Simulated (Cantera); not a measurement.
Mixture: CH4 : O2 : N2 = 1 : 4.08 : 15.3 (molar parts), equivalence ratio 0.49, at 2400000 Pa, adiabatic and at constant volume. Ignition delay is the time to a rise of 400 K.

Cantera simulation using GRI-Mech 3.0 (53 species, 325 reactions); the numbers are that mechanism's predictions, not measurements. The pressure lies above the range GRI-Mech 3.0 was tuned for (to about 10 atm).

What does this change do: O2 4.08 to 2 parts?


```tsv
quantity	before	after
delay at 1048 K	12.7 ms	25.2 ms
delay at 1198 K	1.44 ms	3.31 ms
delay at 1348 K	0.266 ms	0.665 ms
delay at 1498 K	65.4 µs	0.162 ms
apparent activation energy between 1423 and 1573 K	160 kJ/mol	170 kJ/mol
```
